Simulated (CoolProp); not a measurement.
A closed Brayton cycle with carbon dioxide: compressor inlet 306.15 K and 8.8 MPa, high pressure 20.8 MPa, turbine inlet 755 K, compressor efficiency 0.8, turbine efficiency 0.9, recuperator effectiveness 0.9 (on enthalpy, no pinch check). Each further row changes one setting.

Model: reference Helmholtz-energy equation of state, Span 1996, in CoolProp.

| case | thermal efficiency (%) | net work (kJ/kg) | compressor to turbine work | compressor exit (K) | turbine exit (K) |
|---|---|---|---|---|---|
| as stated | 30.9 | 82.7 | 0.20 | 328.4 | 656.8 |
| turbine inlet 705 K | 29.4 | 74.6 | 0.21 | 328.4 | 610.5 |
| compressor inlet 316.15 K | 30.1 | 68.8 | 0.33 | 372.6 | 656.8 |
| high pressure 17.7 MPa | 28.6 | 69.6 | 0.18 | 323.6 | 674.9 |
| recuperator effectiveness 0.5 | 19.1 | 82.7 | 0.20 | 328.4 | 656.8 |
